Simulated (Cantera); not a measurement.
Charge: 1 mol Cu, 0.047 mol H2O, a varied amount of CO, equilibrated at 2048 K and 12.0 Pa.

Cantera equilibrium calculation (NASA polynomials, part measured and part estimated; ideal gas, pure solids and liquids). Candidate condensed phases: C, C6H6, C7H8, C8H18, Cu, CuO, Cu(OH)2, Cu2O, H2O; 113 gas species. Kinetics and transport are ignored.

At 6.2 mol CO, list the 6 most abundant gas species with their mole fractions, and the condensed phases.

CO 0.845, Cu 0.137, H 0.00893, CO2 0.00624, H2 0.00191, O 0.000115. Condensed: gas only.
